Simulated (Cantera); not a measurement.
A perfectly stirred reactor is fed with 29.4 % NO, 70.6 % N2, at 0.0424 atm; it is held at 1950 K, and followed from long to short residence time.

Detailed kinetics in Cantera: GRI-Mech 3.0 (53 species, 325 reactions). Radical loss at walls, strong at low pressure, is not modelled.

Task: Predict: x(NO) at τ = 2.20 s; x(N2) at τ = 2.20 s; x(O) at τ = 2.20 s; x(N2O) at τ = 2.20 s; x(O2) at τ = 2.20 s; x(NO) at τ = 7.80 ms; x(N2) at τ = 7.80 ms; x(O) at τ = 7.80 ms; x(N2O) at τ = 7.80 ms; x(O2) at τ = 7.80 ms.

Result: 
| Quantity | Value |
|---|---|
| x(NO) at τ = 2.20 s | 0.266 |
| x(N2) at τ = 2.20 s | 0.720 |
| x(O) at τ = 2.20 s | 0.000314 |
| x(N2O) at τ = 2.20 s | 2.72e-5 |
| x(O2) at τ = 2.20 s | 0.0140 |
| x(NO) at τ = 7.80 ms | 0.294 |
| x(N2) at τ = 7.80 ms | 0.706 |
| x(O) at τ = 7.80 ms | 2.82e-5 |
| x(N2O) at τ = 7.80 ms | 1.45e-5 |
| x(O2) at τ = 7.80 ms | 3.91e-6 |
